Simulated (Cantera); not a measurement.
An adiabatic, constant-volume homogeneous reactor starts with H₂ : O₂ : N₂ = 1 : 1.19 : 4.48 (molar parts), equivalence ratio 0.42, at 1075 K and 150000 Pa.

Cantera simulation using GRI-Mech 3.0 (53 species, 325 reactions); the numbers are that mechanism's predictions, not measurements.

Problem. Predict: time of steepest temperature rise; temperature at 1.00 s; equilibrium temperature; x(H₂) at 1.00 s; x(O₂) at 1.00 s; x(N₂O) at 1.00 s; x(NO) at 1.00 s; x(OH) at 1.00 s; x(O) at 1.00 s.

Solution. 
- time of steepest temperature rise = 92.9 µs
- temperature at 1.00 s = 2335 K
- equilibrium temperature = 2335 K
- x(H₂) at 1.00 s = 0.000714 (gas-phase equilibrium 0.000714)
- x(O₂) at 1.00 s = 0.104 (gas-phase equilibrium 0.104)
- x(N₂O) at 1.00 s = 1.05e-6 (gas-phase equilibrium 1.05e-6)
- x(NO) at 1.00 s = 0.0114 (gas-phase equilibrium 0.0114)
- x(OH) at 1.00 s = 0.00666 (gas-phase equilibrium 0.00666)
- x(O) at 1.00 s = 0.00113 (gas-phase equilibrium 0.00113)
